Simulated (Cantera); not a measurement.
Feed: 1 mol PbO, 8.6 mol CO, at 2550 K and 33.0 Pa.

Cantera equilibrium calculation (NASA polynomials, part measured and part estimated; ideal gas, pure solids and liquids). Candidate condensed phases: C, Pb, PbO, PbO₂, Pb₃O₄; 15 gas species. The numbers say what is thermodynamically allowed, not how fast it happens.

Base state: CO 0.811, Pb 0.0964, O 0.0672, CO₂ 0.0204, O₂ 0.00438, PbO 0.000336 (mole fractions); condensed: gas only.

Problem. What changes in the equilibrium state with this change: temperature from 2550 K to 1798 K?

Solution. 
```json
[
 {"species": "CO", "before": "0.811", "after": "0.792"},
 {"species": "Pb", "before": "0.0964", "after": "0.104"},
 {"species": "CO₂", "before": "0.0204", "after": "0.104"},
 {"species": "O", "before": "0.0672", "after": "9.58e-6"},
 {"species": "O₂", "before": "0.00438", "after": "2.13e-6"},
 {"species": "PbO", "before": "0.000336", "after": "0.000103"}
]
```
